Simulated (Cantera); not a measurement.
Feed: 1 mol SiHCl3, 2.7 mol NH3, at 0.00360 bar.

Cantera equilibrium calculation (NASA polynomials, part measured and part estimated; ideal gas, pure solids and liquids). Candidate condensed phases: NH4Cl, Si, Si3N4; 28 gas species. The tables' values for SiCl3 are old estimates; treat these amounts as uncertain. Rates play no part.

x: gas mole fraction; n: condensed amount in mol.

```
T (°C)   x H2  x HCl   x N2   x SiCl2  x SiCl4   x SiCl3  x SiHCl3  n Si3N4(s)
------  -----  -----  -----  --------  -------  --------  --------  ----------
727     0.490  0.379  0.114   5.84e-6   0.0170   6.40e-5  0.000154       0.295
777     0.486  0.386  0.112         …        …  0.000153         …       0.298
827     0.483  0.390  0.112  0.000115   0.0138  0.000337  0.000252       0.301
877     0.481  0.394  0.111  0.000414   0.0124  0.000685  0.000308       0.302
927     0.480  0.395  0.111   0.00132   0.0110   0.00129  0.000363       0.302
977     0.479  0.393  0.112   0.00373  0.00940   0.00221  0.000408       0.298
1027    0.481  0.384  0.115   0.00925  0.00746   0.00341  0.000426       0.287
1077    0.485  0.365  0.120         …        …   0.00454  0.000397           …
1127    0.492  0.335  0.129    0.0359  0.00308   0.00511  0.000321       0.231
1177    0.503  0.295  0.140    0.0561  0.00154   0.00487  0.000227       0.187
```

Fill in the missing entries.


- 777, x SiCl2: 2.79e-5
- 777, x SiCl4: 0.0153
- 777, x SiHCl3: 0.000200
- 1077, x SiCl2: 0.0198
- 1077, x SiCl4: 0.00521
- 1077, n Si3N4(s): 0.265
